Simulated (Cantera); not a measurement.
Input (Python, Cantera) and output of one run.

```python
import numpy as np
import cantera as ct

gas_names = """
    H HO2 H2 H2O H2O2 H2S H2SO4 O OH O2 O3 S SH SO SO2 SO3 S2 S2O S8
""".split()
cond_names = """
    H2O(s) H2O(L) H2SO4(L) S(cr1) S(cr2) S(L)
""".split()


def load(file, names, dense=False):
    # The tables refer to 1 bar. Condensed volumes are neglected.
    table = {s.name: s for s in ct.Species.list_from_file(file)}
    out = []
    for n in names:
        d = dict(table[n].input_data)
        d["thermo"] = dict(d["thermo"], **{"reference-pressure": 1e5})
        if dense:
            d["equation-of-state"] = {"model": "constant-volume", "density": "1e6 g/cm^3"}
        out.append(ct.Species.from_dict(d))
    return out


gas = ct.Solution(thermo="ideal-gas", species=load("nasa_gas.yaml", gas_names))
cond = {s.name: ct.Solution(thermo="fixed-stoichiometry", species=[s], name=s.name)
        for s in load("nasa_condensed.yaml", cond_names, dense=True)}
atoms = {
    'SO2': {'S': 1, 'O': 2},
    'O2': {'O': 2},
    'H2': {'H': 2},
}
top_T = {}  # K; cautious upper limits of use, not melting points


def equilibrate(T, P, feed):
    n = {}
    for name, mol in feed.items():
        for a, k in atoms[name].items():
            n[a] = n.get(a, 0.0) + k * mol
    gas.TPX = T, P, n
    mass = sum(n.values()) * gas.mean_molecular_weight
    gas.equilibrate("TP")
    valid = [c for c in cond.values() if c.min_temp <= T <= top_T.get(c.name, c.max_temp)]
    mix = ct.Mixture([(gas, mass / gas.mean_molecular_weight)] + [(c, 0.0) for c in valid])
    mix.T, mix.P = T, P
    mix.equilibrate("TP", solver="vcs", rtol=1e-11, max_steps=5000)
    return mix


results = []
T = 3123.15  # K
P = 94000  # Pa
for m in [0.48, 0.58, 0.7, 0.86, 1, 1.3, 1.5, 1.9, 2.3, 2.8, 3.4]:
    feed = {'SO2': 1, 'O2': m, 'H2': 0.26}  # mol
    mix = equilibrate(T, P, feed)
    results.append((T, P, feed, dict(zip(mix.species_names, mix.species_moles))))

top = {s: max(r[3][s] / sum(r[3][g] for g in gas_names) for r in results) for s in gas_names}
cols = sorted((s for s in top if top[s] > 1e-05), key=lambda s: -top[s])[:5]
seen = [c for c in cond_names if any(r[3].get(c, 0) > 1e-12 for r in results)]
print("log10 of partial pressures in bar; condensed amounts in mol")
print(f"{'n(O2)':>10s}" + "".join(f"{s[:9]:>10s}" for s in cols + seen))
for T, P, feed, n in results:
    ng = sum(n[g] for g in gas_names)
    print(f"{feed['O2']:10.4g}" + "".join(f"{np.log10(max(n[s] / ng * P / 1e5, 1e-99)):10.3f}" for s in cols)
          + "".join(f"{n.get(c, 0):10.4g}" for c in seen))
```

It prints:

```
log10 of partial pressures in bar; condensed amounts in mol
     n(O2)        O2       SO2         O        SO       H2O
      0.48    -0.723    -0.392    -1.131    -1.028    -1.112
      0.58    -0.662    -0.410    -1.101    -1.076    -1.139
       0.7    -0.603    -0.431    -1.071    -1.127    -1.171
      0.86    -0.542    -0.460    -1.041    -1.186    -1.213
         1    -0.500    -0.484    -1.020    -1.231    -1.248
       1.3    -0.433    -0.534    -0.986    -1.314    -1.317
       1.5    -0.400    -0.564    -0.970    -1.361    -1.360
       1.9    -0.351    -0.620    -0.945    -1.442    -1.438
       2.3    -0.316    -0.671    -0.928    -1.510    -1.507
       2.8    -0.285    -0.726    -0.912    -1.581    -1.586
       3.4    -0.257    -0.785    -0.898    -1.654    -1.669
```

These are equilibrium values from Cantera (NASA tables, ideal gas, pure condensed phases), not measurements of a reactor.
